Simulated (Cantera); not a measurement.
Feed: 1 mol Al(CH₃)₃, 8 mol H₂O, 440 mol N₂, held at 58.0 Pa.

Method: chemical equilibrium by Gibbs-energy minimisation in Cantera with the NASA 1993 tables (ideal gas, pure condensed phases). Candidate condensed phases: Al, AlN, Al₂O₃, C, C₆H₆, C₇H₈, C₈H₁₈, H₂O; 148 gas species. The feed counts by its element totals alone. Kinetics and transport are ignored. All values below are at 1673 K.

Base state: N₂ 0.966, H₂ 0.0201, H₂O 0.00704, CO 0.00595, H 0.000670, CO₂ 0.000632, OH 1.13e-5 (mole fractions); condensed: Al₂O₃(s).

What changes in the equilibrium state with this change: Al(CH₃)₃ replaced by AlCl₃?


```tsv
species	before	after
N₂	0.966	0.978
H₂O	0.00704	0.0140
HCl	0	0.00588
H₂	0.0201	0.000751
CO	0.00595	0
Cl	0	0.000792
CO₂	0.000632	0
O₂	4.83e-8	0.000136
Al₂O₃(s), mol	0.500	0.500
```
Further candidate phases: AlCl₃, NH₄Cl.
